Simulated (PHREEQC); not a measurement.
1 kg of water holding 0.011 mol NaBr and 0.0003 mol CaSO4 is evaporated at 20 °C; the solids stay in contact with the brine. CO2 from the air is kept out. Solids allowed: Glauberite, Gypsum, Anhydrite, Mirabilite, Portlandite, Thenardite. Others were left out.

Computed with PHREEQC (Pitzer model, pitzer.dat).

```csv
water left (kg),ionic strength,water activity,Gypsum (mol),Br in solution (mol/kgw),Na in solution (mol/kgw),Ca in solution (mol/kgw)
1,0.0122,1.000,0,0.0110,0.0110,0.000300
0.6755,0.0181,0.999,0,0.0163,0.0163,0.000444
0.375,0.0325,0.999,0,0.0293,0.0293,0.000800
0.2533,0.0482,0.998,0,0.0434,0.0434,0.00118
0.1407,0.0867,0.997,0,0.0782,0.0782,0.00213
0.09502,0.128,0.996,0,0.116,0.116,0.00316
0.05275,0.231,0.993,0,0.209,0.209,0.00569
0.03564,0.342,0.990,0,0.309,0.309,0.00842
0.01979,0.617,0.981,0,0.556,0.556,0.0152
0.01337,0.912,0.972,0,0.823,0.823,0.0224
0.007426,1.64,0.948,0,1.48,1.48,0.0404
0.00501,2.39,0.920,5.47e-5,2.20,2.20,0.0490
```

Gypsum from water left = 0.006093 kg.

Complexes and solids missing from the database can't appear.
